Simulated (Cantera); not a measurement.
A closed system holds: 1 mol C3H8, 0.93 mol H2O, 2 mol N2, equilibrated at 3.70 mbar.

Equilibrium computed with Cantera from the NASA thermochemical tables; the gas is ideal and each condensed phase is pure. Candidate condensed phases: C, C6H6, C7H8, C8H18, H2O; 136 gas species. The numbers say what is thermodynamically allowed, not how fast it happens. All values below are at 1502 °C.

Base state: H2 0.623, N2 0.253, CO 0.118, H 0.00376, HCN 0.00215, C2H2 (acetylene) 8.87e-5, HNC 7.72e-5 (mole fractions); condensed: C(graphite).

Q: What changes in the equilibrium state with this change: H2O from 0.93 to 0.032 mol?

A: 
```tsv
species	before	after
H2	0.623	0.660
N2	0.253	0.328
CO	0.118	0.00527
HCN	0.00215	0.00252
HNC	7.72e-5	9.05e-5
C2H2 (acetylene)	8.87e-5	9.40e-5
H	0.00376	0.00387
C(graphite), mol	2.05	2.95
```

Q: What changes in the equilibrium state with this change: H2O from 0.93 to 0.26 mol?

A: 
```
species            before    after
----------------  -------  -------
H2                  0.623    0.649
N2                  0.253    0.305
CO                  0.118   0.0398
HCN               0.00215  0.00241
HNC               7.72e-5  8.65e-5
C2H2 (acetylene)  8.87e-5  9.24e-5
H                 0.00376  0.00383
C(graphite), mol     2.05     2.72
```
